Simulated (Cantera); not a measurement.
## Catalytic stagnation flow on Pt

A jet of 2.56 % H₂, 9.47 % O₂, 88.0 % N₂, equivalence ratio 0.14 at 300 K and 17000 Pa hits a platinum plate 3.3 cm away at a mass flux of 0.024 kg/m²/s; the plate temperature is set and raised in steps from an oxygen-covered start.

Computed with Cantera and Deutschmann's 1995 Pt surface mechanism with GRI-Mech 3.0 gas chemistry. Catalytic surfaces can have several steady states; this one follows from the mechanism file's or the stated starting coverage.

| plate T (K) | wall x H₂ | wall x O₂ | wall x H₂O | wall x OH | θ free Pt | θ O* | θ OH* |
|---|---|---|---|---|---|---|---|
| 700 | 0.00147 | 0.0694 | 0.0456 | <1e-8 | 0.0448 | 0.952 | 0.00357 |
| 750 | 0.00117 | 0.0692 | 0.0458 | <1e-8 | 0.0595 | 0.937 | 0.00297 |
| 800 | 0.000814 | 0.0689 | 0.0462 | <1e-8 | 0.0905 | 0.907 | 0.00272 |
| 850 | 0.000570 | 0.0687 | 0.0465 | 1.11e-8 | 0.136 | 0.861 | 0.00253 |
| 900 | 0.000418 | 0.0686 | 0.0465 | 3.44e-8 | 0.192 | 0.806 | 0.00232 |
| 950 | 0.000328 | 0.0686 | 0.0465 | 9.42e-8 | 0.254 | 0.744 | 0.00210 |
| 1000 | 0.000270 | 0.0686 | 0.0464 | 2.34e-7 | 0.319 | 0.679 | 0.00187 |
| 1050 | 0.000209 | 0.0692 | 0.0457 | 7.38e-7 | 0.384 | 0.614 | 0.00163 |
x: mole fraction at the wall; θ: surface coverage.
